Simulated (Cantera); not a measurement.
**Adiabatic ignition**

An adiabatic, constant-volume homogeneous reactor starts with 8.09 % H₂, 7.63 % O₂, 84.2 % N₂, 0.121 % NO, at 1650 K and 3.80 bar.

Computed with Cantera and GRI-Mech 3.0 (53 species, 325 reactions). The hydrogen kinetics of GRI-Mech 3.0 are dated; newer H2 mechanisms differ, most at raised pressure.

```tsv
t (s)	T (K)	P (bar)	x H₂	x O₂	x NO	x OH	x NO₂	x N₂O
2.00e-6	1650	3.80	0.0809	0.0763	0.00121	6.52e-6	1.72e-7	3.39e-9
8.29e-6	1929	4.37	0.00925	0.0364	0.00125	0.00937	7.43e-7	5.65e-7
3.44e-5	2275	5.05	0.00212	0.0358	0.00133	0.00631	1.50e-6	1.26e-6
0.000143	2331	5.16	0.000492	0.0364	0.00137	0.00326	1.41e-6	9.55e-7
0.000591	2331	5.16	0.000472	0.0364	0.00147	0.00320	1.49e-6	9.25e-7
0.00245	2330	5.16	0.000471	0.0362	0.00184	0.00318	1.86e-6	9.23e-7
0.0102	2327	5.15	0.000466	0.0356	0.00314	0.00313	3.16e-6	9.17e-7
0.0421	2319	5.13	0.000457	0.0343	0.00578	0.00302	5.77e-6	9.10e-7
0.175	2316	5.13	0.000453	0.0338	0.00687	0.00298	6.82e-6	9.10e-7
0.724	2316	5.13	0.000453	0.0338	0.00688	0.00298	6.82e-6	9.10e-7
3.00	2316	5.13	0.000453	0.0338	0.00688	0.00298	6.82e-6	9.10e-7
```
x: mole fraction; the columns are a selection and need not sum to one.

The time of steepest temperature rise is 5.61 µs and the temperature at 3.00 s comes out as 2316 K. The equilibrium temperature is 2316 K. The x(H₂) at 3.00 s comes out as 0.000453 (gas-phase equilibrium 0.000453) and the x(O₂) at 3.00 s is 0.0338 (gas-phase equilibrium 0.0338). The x(NO) at 3.00 s comes out as 0.00688 (gas-phase equilibrium 0.00688).
